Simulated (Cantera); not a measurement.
Input (Python, Cantera):

```python
import numpy as np
import cantera as ct

gas = ct.Solution("gri30.yaml")
gas.TPX = 1000, 1400, {'H2': 0.067, 'O2': 1}
reactor = ct.IdealGasConstPressureReactor(gas, energy="off", clone=False)
net = ct.ReactorNet([reactor])
net.rtol, net.atol = 1e-08, 1e-18
show = ['H2', 'O2', 'O', 'H', 'OH']
times = np.geomspace(1e-05, 30, 14)

steps = ct.SolutionArray(gas, extra=["t"])
rows = []
print(f"{'t/s':>10s}{'T/K':>9s}{'P/Pa':>11s}" + "".join(f"{s:>11s}" for s in show))
for t in times:
    while net.time < t:
        t_next = net.step()
        steps.append(gas.state, t=t_next)
    rows.append([np.interp(t, steps.t, y) for y in (steps.T, steps.P, *steps(*show).X.T)])
    print(f"{t:10.3e}{rows[-1][0]:9.1f}{rows[-1][1]:11.4g}" + "".join(f"{x:11.3e}" for x in rows[-1][2:]))
rate = np.gradient(steps.T, steps.t)
print("integrator steps:", len(steps.t))
if steps.T.max() > steps.T[0] + 200:
    print(f"time of steepest temperature rise: {steps.t[rate.argmax()]:.4e} s")
gas.TPX = 1000, 1400, {'H2': 0.067, 'O2': 1}
gas.equilibrate("TP")
print(f"equilibrium (TP): T = {gas.T:.1f} K  " + "  ".join(f"{s} {gas[s].X[0]:.3e}" for s in show))
```

It prints:

```
       t/s      T/K       P/Pa         H2         O2          O          H         OH
 1.000e-05   1000.0       1400  6.279e-02  9.372e-01  2.251e-13  5.778e-12  2.181e-13
 3.149e-05   1000.0       1400  6.279e-02  9.372e-01  2.079e-12  1.706e-11  1.891e-12
 9.919e-05   1000.0       1400  6.279e-02  9.372e-01  1.787e-11  4.829e-11  1.365e-11
 3.124e-04   1000.0       1400  6.279e-02  9.372e-01  1.531e-10  1.715e-10  8.564e-11
 9.839e-04   1000.0       1400  6.279e-02  9.372e-01  2.987e-09  2.312e-09  1.394e-09
 3.099e-03   1000.0       1400  6.278e-02  9.372e-01  5.932e-06  4.468e-06  2.731e-06
 9.760e-03   1000.0       1400  1.977e-03  9.098e-01  1.974e-02  1.175e-02  2.178e-03
 3.074e-02   1000.0       1400  3.459e-04  9.293e-01  5.148e-03  1.152e-03  8.446e-04
 9.681e-02   1000.0       1400  3.787e-05  9.345e-01  5.916e-04  4.102e-05  2.637e-04
 3.049e-01   1000.0       1400  3.596e-06  9.351e-01  6.129e-05  1.367e-06  8.495e-05
 9.603e-01   1000.0       1400  4.200e-07  9.351e-01  8.246e-06  6.797e-08  3.142e-05
 3.024e+00   1000.0       1400  6.819e-08  9.352e-01  1.521e-06  5.386e-09  1.351e-05
 9.525e+00   1000.0       1400  1.455e-08  9.352e-01  3.512e-07  5.966e-10  6.484e-06
 3.000e+01   1000.0       1400  3.675e-09  9.352e-01  9.269e-08  8.078e-11  3.327e-06
integrator steps: 1771
equilibrium (TP): T = 1000.0 K  H2 4.984e-11  O2 9.352e-01  O 1.293e-09  H 1.363e-13  OH 3.922e-07
```

Detailed kinetics in Cantera: GRI-Mech 3.0 (53 species, 325 reactions). Radical loss at walls, strong at low pressure, is not modelled. The temperature is held fixed by assumption; the heat of reaction is taken as removed at once.
